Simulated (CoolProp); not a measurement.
Saturated liquid density (kg/m³) of sulfur dioxide: the reference equation beside estimates from Tc = 430.6 K, pc = 7.887 MPa, ω = 0.256.

Values from CoolProp's reference Helmholtz-energy equation of state, Gao 2016.

```tsv
T (K)	reference	Redlich-Kwong	Soave-Redlich-Kwong
343.8	1226	1030	1081
351.5	1199	1001	1052
359.1	1170	971.4	1022
366.7	1140	939.7	___
374.3	1108	906.0	953.9
381.9	1074	870.0	916.1
389.5	1036	831.2	874.8
397.1	___	788.8	829.2
404.7	945.7	741.7	778.0
412.3	888.7	___	718.7
```

Question: Fill in the missing entries.

Answer: 
- 366.7, Soave-Redlich-Kwong: 989.0
- 397.1, reference: 993.8
- 412.3, Redlich-Kwong: 687.8

Absolute difference from the reference over all 10 rows, mean and median: Redlich-Kwong 18.9 and 18.6 %, Soave-Redlich-Kwong 14.8 and 14.3 %.
